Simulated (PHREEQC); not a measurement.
1 kg of water holding 0.17 mol NaCl and 0.013 mol Na2SO4 is evaporated at 60 °C; the solids stay in contact with the brine. No CO2 enters from the air. Only these solids could form: Halite, Mirabilite, Thenardite.

Equilibrium calculation in PHREEQC: Pitzer model, pitzer.dat.

| water left (kg) | ionic strength | water activity | Halite (mol) |
|---|---|---|---|
| 1 | 0.209 | 0.994 | 0 |
| 0.8219 | 0.254 | 0.993 | 0 |
| 0.6755 | 0.309 | 0.991 | 0 |
| 0.5552 | 0.376 | 0.989 | 0 |
| 0.4563 | 0.458 | 0.987 | 0 |
| 0.375 | 0.557 | 0.984 | 0 |
| 0.3082 | 0.678 | 0.980 | 0 |
| 0.2082 | 1.00 | 0.970 | 0 |
| 0.1711 | 1.22 | 0.964 | 0 |
| 0.1407 | 1.49 | 0.956 | 0 |
| 0.1156 | 1.81 | 0.946 | 0 |
| 0.09502 | 2.20 | 0.933 | 0 |
| 0.07809 | 2.68 | 0.917 | 0 |
| 0.06418 | 3.26 | 0.897 | 0 |
| 0.05275 | 3.96 | 0.872 | 0 |
| 0.04335 | 4.82 | 0.840 | 0 |
| 0.03564 | 5.86 | 0.800 | 0 |
| 0.0293 | 7.13 | 0.750 | 0 |
| 0.02407 | 7.36 | 0.740 | 0.0252 |
| 0.01627 | 7.36 | 0.740 | 0.0721 |
| 0.01337 | 7.36 | 0.740 | 0.0896 |
| 0.01099 | 7.36 | 0.740 | 0.104 |
| 0.00903 | 7.36 | 0.740 | 0.116 |
| 0.007427 | 7.36 | 0.740 | 0.125 |
| 0.006093 | 7.36 | 0.740 | 0.133 |
| 0.005012 | 7.36 | 0.740 | 0.140 |

Halite from water left = 0.02407 kg; Thenardite from water left = 0.02407 kg.

Species that the database lacks are ignored. At this temperature some constants are extrapolated from 25 °C, and those without enthalpy data are left unchanged.
